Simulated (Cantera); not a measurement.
# Abatement and gas-phase synthesis: H₂S + H₂ + N₂ + H₂O

Input: 1 mol H₂S, 0.091 mol H₂, 32 mol N₂, 0.072 mol H₂O, held at 1.00 bar.

Equilibrium computed with Cantera from the NASA thermochemical tables; the gas is ideal and each condensed phase is pure. Candidate condensed phases: H₂O, H₂SO₄, S; 35 gas species. Equilibrium is a limit: real reactors are often held back by kinetics, nucleation or transport.

| T (K) | log p N₂ | log p H | log p H₂ | log p S | log p S₂ | log p SH |
|---|---|---|---|---|---|---|
| 2350 | -0.02 | -2.67 | -1.53 | -2.62 | -1.94 | -2.59 |
| 2500 | -0.02 | -2.37 | -1.54 | -2.35 | -1.99 | -2.52 |
| 2650 | -0.03 | -2.11 | -1.56 | -2.13 | -2.06 | -2.49 |
| 2800 | -0.03 | -1.89 | -1.60 | -1.96 | -2.17 | -2.48 |
| 2950 | -0.03 | -1.70 | -1.66 | -1.82 | -2.32 | -2.52 |
| 3100 | -0.03 | -1.55 | -1.75 | -1.73 | -2.50 | -2.59 |
| 3250 | -0.04 | -1.43 | -1.87 | -1.66 | -2.72 | -2.70 |
log p: log10 of the partial pressure in bar; nothing condenses.

From 2350 K to 3250 K nothing is condensed.
